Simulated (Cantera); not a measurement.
Cantera run, input and output.

```python
import numpy as np
import cantera as ct

gas = ct.Solution("gri30.yaml", transport_model="multicomponent")
show = ['N2', 'CO2', 'C2H2']

rows = []
print(f"{'T/K':>7s}{'rho':>11s}{'cp':>10s}{'mu':>11s}{'lambda':>11s}{'Pr':>7s}" + "".join(f"{'D_' + s:>11s}" for s in show))
for T in [400, 550, 700, 850, 1000, 1150]:
    gas.TPX = T, 66000, {'C2H2': 0.24, 'CH4': 0.52}
    Pr = gas.cp_mass * gas.viscosity / gas.thermal_conductivity
    D = [gas.mix_diff_coeffs_mole[gas.species_index(s)] for s in show]
    rows.append([gas.density, gas.cp_mass, gas.viscosity, gas.thermal_conductivity, Pr, *D])
    print(f"{T:7g}{gas.density:11.4e}{gas.cp_mass:10.1f}{gas.viscosity:11.4e}"
          f"{gas.thermal_conductivity:11.4e}{Pr:7.3f}" + "".join(f"{d:11.4e}" for d in D))
print("SI units: kg/m3, J/kg/K, Pa s, W/m/K, m2/s")
```

Result:

```
    T/K        rho        cp         mu     lambda     Pr       D_N2      D_CO2     D_C2H2
    400 3.8101e-01    2271.2 1.4173e-05 4.5157e-02  0.713 5.1897e-05 4.0163e-05 4.6034e-05
    550 2.7710e-01    2697.9 1.8141e-05 6.8561e-02  0.714 9.0297e-05 7.1538e-05 8.1258e-05
    700 2.1772e-01    3092.1 2.1626e-05 9.3798e-02  0.713 1.3634e-04 1.0949e-04 1.2369e-04
    850 1.7930e-01    3431.7 2.4784e-05 1.1947e-01  0.712 1.8933e-04 1.5335e-04 1.7264e-04
   1000 1.5240e-01    3740.5 2.7704e-05 1.4578e-01  0.711 2.4880e-04 2.0266e-04 2.2761e-04
   1150 1.3252e-01    4001.2 3.0441e-05 1.7156e-01  0.710 3.1437e-04 2.5707e-04 2.8823e-04
SI units: kg/m3, J/kg/K, Pa s, W/m/K, m2/s
```

Cantera simulation using GRI-Mech 3.0 (53 species, 325 reactions); the numbers are that mechanism's predictions, not measurements. The composition is frozen, though it would react at the higher temperatures.
